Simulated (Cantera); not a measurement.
Ignition delay

Mixture: 5.03 % CH4, 0.387 % H2, 13.3 % O2, 80.9 % N2, 0.342 % C2H6, equivalence ratio 0.86, at 1580 Torr, adiabatic and at constant pressure. Ignition delay is the time to a rise of 400 K.

Cantera simulation using GRI-Mech 3.0 (53 species, 325 reactions); the numbers are that mechanism's predictions, not measurements. Below about 1000 K GRI-Mech 3.0 lacks low-temperature oxidation paths. Below about 950 K walls govern HO2 and H2O2 in real vessels.

```csv
T0 (K),delay (ms)
900,766
1000,62.0
1100,12.7
1200,4.23
1300,1.60
1400,0.622
```

| Property | Value |
|---|---|
| apparent activation energy between 1200 and 1400 K | 130 kJ/mol |
